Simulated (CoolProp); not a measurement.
Vapour-liquid equilibrium of ethane (1) + C2F6 (R116) (2) at 6.47 bar; x and y are mole fractions of (1).

Values from CoolProp's multi-fluid Helmholtz-energy mixture model, Bücker 2006 and Lemmon 2006; pair parameters Bell 2016.

```tsv
x	bubble temperature (°C)	y at the bubble point	dew temperature at overall composition x (°C)	liquid density (mol/L)
0.05	-38.0	0.130	___	10.33
0.125	-42.1	0.288	___	___
0.2	-45.3	0.405	-39.8	11.07
0.275	___	0.488	___	11.43
0.35	-49.1	0.547	-43.7	11.78
0.425	-50.1	0.588	-45.8	12.14
0.5	-50.7	0.620	-47.9	12.53
0.575	-51.1	0.645	-49.8	12.95
0.65	-51.2	0.668	-51.1	13.41
0.725	-51.2	0.694	-50.9	13.93
0.8	-50.9	___	-49.8	14.49
0.875	-50.1	0.783	-48.2	15.10
0.95	-48.1	0.883	-46.6	15.73
```

**Question.** Some entries are withheld; supply them.

**Answer.** 
- 0.05, dew temperature at overall composition x (°C): -36.1
- 0.125, dew temperature at overall composition x (°C): -37.9
- 0.125, liquid density (mol/L): 10.71
- 0.275, bubble temperature (°C): -47.6
- 0.275, dew temperature at overall composition x (°C): -41.7
- 0.8, y at the bubble point: 0.728

y crosses x between x = 0.65 and 0.725: the model has an azeotrope there.

The pair parameters rest on a limited set of measurements; away from them the model extrapolates.
